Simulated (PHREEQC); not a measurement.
Metal-bearing waste water: speciation

Consider water at 35 °C with 0.28 mol MnSO4, 0.002 mol CaCl2, 5.7e-05 mol NaF and 0.0088 mol Na2SO4 per kg of water. Closed to the air; pH follows from the charge balance.

Model: ion-association model, phreeqc.dat, run in PHREEQC.

Precipitation was switched off in this run.

Question: Estimate the pH, activity of water.

Answer: pH 6.17; activity of water 0.993.

Question: In which forms is Na present?

Answer: Na+ 87 %, NaSO4- 13 % of the Na.
